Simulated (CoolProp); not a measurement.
Vapour-liquid equilibrium of isopentane (1) + R365MFC (2) at 123.35 °C; x and y are mole fractions of (1).

Model: multi-fluid Helmholtz-energy mixture model, Lemmon 2006 and Lemmon 2016; pair parameters Bell 2016, in CoolProp.

```json
[
 {"x": "0.05", "bubble pressure, mixture model (MPa)": "1.073", "bubble pressure, Raoult's law (MPa)": "1.003", "y, mixture model": "0.100", "y, Raoult's law": "0.058"},
 {"x": "0.2", "bubble pressure, mixture model (MPa)": "1.251", "bubble pressure, Raoult's law (MPa)": "1.028", "y, mixture model": "0.303", "y, Raoult's law": "0.225"},
 {"x": "0.35", "bubble pressure, mixture model (MPa)": "1.355", "bubble pressure, Raoult's law (MPa)": "1.052", "y, mixture model": "0.434", "y, Raoult's law": "0.385"},
 {"x": "0.5", "bubble pressure, mixture model (MPa)": "1.406", "bubble pressure, Raoult's law (MPa)": "1.077", "y, mixture model": "0.535", "y, Raoult's law": "0.538"},
 {"x": "0.65", "bubble pressure, mixture model (MPa)": "1.411", "bubble pressure, Raoult's law (MPa)": "1.101", "y, mixture model": "0.629", "y, Raoult's law": "0.684"},
 {"x": "0.8", "bubble pressure, mixture model (MPa)": "1.364", "bubble pressure, Raoult's law (MPa)": "1.126", "y, mixture model": "0.740", "y, Raoult's law": "0.823"},
 {"x": "0.95", "bubble pressure, mixture model (MPa)": "1.233", "bubble pressure, Raoult's law (MPa)": "1.150", "y, mixture model": "0.911", "y, Raoult's law": "0.957"}
]
```

The largest gap from Raoult's law is +30.5 % in bubble pressure, at x = 0.5. y crosses x between x = 0.5 and 0.65: the model has an azeotrope there.

The pair parameters rest on a limited set of measurements; away from them the model extrapolates.
